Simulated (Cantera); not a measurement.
Input: 1 mol SiC, 0.021 mol O2, 88 mol H2, a varied amount of H2O, at 1773 K and 17000 Pa.

These are equilibrium values from Cantera (NASA tables, ideal gas, pure condensed phases), not measurements of a reactor. Candidate condensed phases: C, C6H6, C7H8, C8H18, H2O, Si, SiC, SiO2; 123 gas species. Rates play no part.

Task: What share of the Si ends up in condensed phases as a function of n(H2O) (mol), at 0.017, 0.023, 0.032, 0.044, 0.061, 0.085, 0.12, 0.16, 0.23, 0.31, 0.43?

Result: 
| n(H2O) (mol) | Si condensed (%) | as |
|---|---|---|
| 0.017 | 96.9 | SiC(s) |
| 0.023 | 96.6 | SiC(s) |
| 0.032 | 96.2 | SiC(s) |
| 0.044 | 95.6 | SiC(s) |
| 0.061 | 94.7 | SiC(s) |
| 0.085 | 93.5 | SiC(s) |
| 0.12 | 91.8 | SiC(s) |
| 0.16 | 89.8 | SiC(s) |
| 0.23 | 86.3 | SiC(s) |
| 0.31 | 82.3 | SiC(s) |
| 0.43 | 76.3 | SiC(s) |
